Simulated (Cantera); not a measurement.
# Ammonia decomposition in nitride growth gas

An isothermal, constant-pressure homogeneous reactor starts with 84.7 % NH3, 15.3 % N2, at 2075 K and 1.01 bar.

Detailed kinetics in Cantera: the gas-phase N/H chemistry of the illustrative SiF4/NH3 mechanism in the Surface Chemkin manual (1991). Walls and surfaces, which speed up NH3 decomposition in real reactors, are not modelled.

| t (s) | x NH3 | x N2H2 | x H | x N2 | x NH | x N2H4 | x H2 |
|---|---|---|---|---|---|---|---|
| 1.00e-6 | 0.847 | 1.03e-9 | 8.79e-7 | 0.153 | 3.90e-9 | 3.59e-10 | 1.91e-5 |
| 5.37e-6 | 0.847 | 6.78e-8 | 8.93e-7 | 0.153 | 2.08e-7 | 1.16e-8 | 0.000107 |
| 2.89e-5 | 0.846 | 2.66e-6 | 1.46e-6 | 0.152 | 5.41e-6 | 2.91e-7 | 0.000675 |
| 0.000155 | 0.837 | 1.02e-5 | 7.74e-6 | 0.154 | 1.44e-5 | 9.69e-7 | 0.00734 |
| 0.000833 | 0.789 | 9.17e-6 | 3.55e-5 | 0.163 | 1.80e-5 | 7.75e-7 | 0.0459 |
| 0.00447 | 0.592 | 5.68e-6 | 0.000152 | 0.200 | 2.14e-5 | 4.32e-7 | 0.207 |
| 0.0240 | 0.182 | 1.19e-6 | 0.000558 | 0.277 | 1.62e-5 | 8.15e-8 | 0.540 |
| 0.129 | 0.00432 | 9.87e-9 | 0.00192 | 0.311 | 3.03e-6 | 3.42e-10 | 0.683 |
| 0.693 | 0.000221 | 3.83e-11 | 0.00220 | 0.312 | 2.03e-7 | 1.17e-12 | 0.686 |
| 3.72 | 3.55e-5 | 1.96e-12 | 0.00221 | 0.312 | 3.27e-8 | <1e-12 | 0.686 |
| 20.0 | 8.00e-6 | 1.04e-12 | 0.00221 | 0.312 | 7.37e-9 | <1e-12 | 0.686 |
x: mole fraction; the columns are a selection and need not sum to one.

Equilibrium at this temperature and pressure: NH3 5.72e-6, N2H2 1.02e-12, H 0.00221, N2 0.312, NH 5.26e-9, N2H4 <1e-12, H2 0.686 (gas phase only).
